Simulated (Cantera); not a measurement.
# Premixed flame

A freely propagating, adiabatic, planar premixed flame of H₂ : O₂ : N₂ : H₂O = 1 : 0.333 : 1.25 : 0.14 (molar parts), equivalence ratio 1.5, unburnt at 400 K and 36000 Pa; multicomponent+Soret transport, grid criteria slope 0.08 and curve 0.16, no radiation.

Detailed kinetics in Cantera: the H2/O2 subset of GRI-Mech 3.0, which has no nitrogen chemistry. Burning velocities carry a grid error of a few per cent, more on coarse grids.

| z (mm) | T (K) | u (m/s) | x H₂ | x O₂ | x H₂O | x H₂O₂ | x O | x HO₂ |
|---|---|---|---|---|---|---|---|---|
| -4.03 | 400 | 3.70 | 0.367 | 0.122 | 0.0514 | <1e-8 | <1e-8 | <1e-8 |
| -2.69 | 400 | 3.70 | 0.367 | 0.122 | 0.0514 | <1e-8 | <1e-8 | <1e-8 |
| -2.02 | 400 | 3.70 | 0.367 | 0.122 | 0.0514 | <1e-8 | <1e-8 | <1e-8 |
| -1.34 | 400 | 3.70 | 0.367 | 0.122 | 0.0514 | <1e-8 | <1e-8 | 1.76e-8 |
| -0.672 | 409 | 3.73 | 0.357 | 0.124 | 0.0524 | 3.73e-6 | 1.51e-6 | 9.17e-5 |
| -0.336 | 639 | 5.63 | 0.318 | 0.120 | 0.0717 | 3.76e-5 | 0.000145 | 0.000155 |
| 0 | 1074 | 9.27 | 0.230 | 0.0849 | 0.150 | 1.87e-6 | 0.00294 | 4.64e-5 |
| 0.336 | 1365 | 11.7 | 0.134 | 0.0275 | 0.256 | 1.26e-6 | 0.00579 | 1.28e-5 |
| 0.672 | 1493 | 12.8 | 0.110 | 0.00965 | 0.290 | 9.90e-7 | 0.00500 | 4.15e-6 |
| 1.34 | 1619 | 13.7 | 0.111 | 0.00527 | 0.301 | 6.46e-7 | 0.00420 | 2.04e-6 |
| 2.69 | 1748 | 14.7 | 0.117 | 0.00385 | 0.306 | 3.56e-7 | 0.00327 | 1.35e-6 |
| 5.38 | 1877 | 15.7 | 0.122 | 0.00248 | 0.314 | 1.80e-7 | 0.00218 | 8.24e-7 |
| 10.8 | 1990 | 16.5 | 0.126 | 0.00137 | 0.321 | 9.10e-8 | 0.00123 | 4.65e-7 |
x: mole fraction of selected species; z is measured from the peak of heat release.

```
Property                     Value
------------------------  --------
laminar burning velocity  370 cm/s
thermal thickness          1.34 mm
peak x(H₂O₂)               4.08e-5
peak x(O)                  0.00580
peak x(HO₂)               0.000259
grid points                    128
```
